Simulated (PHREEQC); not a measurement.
Make-up at 91 °C: 0.0094 mol/kgw CaCl2, 0.0029 mol/kgw CO2 and 0.002 mol/kgw MgSO4. Closed to the air; pH follows from the charge balance.

Equilibrium calculation in PHREEQC: ion-association model, phreeqc.dat.

No solid was allowed to form.

Question: Estimate the pH, ionic strength, specific conductance.

Answer: pH 4.49; ionic strength 0.0325 mol/kgw; specific conductance 6700 µS/cm.

Question: In which forms is Mg present?

Answer: Mg+2 81 %, MgSO4 19 % of the Mg.

Away from 25 °C the constants follow the database's enthalpies or fits; those with neither stay at their 25 °C values.
